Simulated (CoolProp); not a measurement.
Properties of cyclopentane along the isobar 4.73 MPa.

Model: reference Helmholtz-energy equation of state, Gedanitz 2015, in CoolProp.

```tsv
T (°C)	phase	speed of sound (m/s)	Joule-Thomson coefficient (K/MPa)
2.35	liquid	1352	-0.5131
41.55	liquid	1154	-0.4199
80.75	liquid	968.5	-0.3134
119.95	liquid	792.8	-0.1797
159.25	liquid	619.1	0.02647
198.45	liquid	433.4	0.5001
237.65	liquid	160.8	5.969
276.85	supercritical	179.1	9.079
```
